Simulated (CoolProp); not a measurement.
Vapour-liquid equilibrium of ethane (1) + C3F8 (R218) (2) at 248.6 K; x and y are mole fractions of (1).

Model: multi-fluid Helmholtz-energy mixture model, Bücker 2006 and Lemmon 2006; pair parameters Bell 2016, in CoolProp.

```
x      bubble pressure (MPa)  y at the bubble point  dew pressure at overall composition x (MPa)  liquid density (mol/L)
-----  ---------------------  ---------------------  -------------------------------------------  ----------------------
0.05                  0.2723                  0.380                                       0.1797                   8.494
0.125                 0.4222                  0.612                                       0.1950                   8.779
0.2                   0.5584                  0.717                                       0.2129                   9.080
0.275                 0.6746                  0.774                                       0.2343                   9.398
0.35                  0.7698                  0.810                                       0.2602                   9.738
0.425                 0.8466                  0.834                                       0.2925                   10.10
0.5                   0.9094                  0.853                                       0.3337                   10.51
0.575                 0.9632                  0.869                                       0.3881                   10.95
0.65                   1.012                  0.885                                       0.4633                   11.44
0.725                  1.060                  0.901                                       0.5730                   12.01
0.8                    1.109                  0.920                                       0.7420                   12.66
0.875                  1.160                  0.944                                       0.9816                   13.42
0.95                   1.214                  0.974                                        1.172                   14.31
```

No azeotrope shows between x = 0.05 and 0.95.

Pair parameters are fitted to limited data, so mixtures are less certain than the pure fluids.
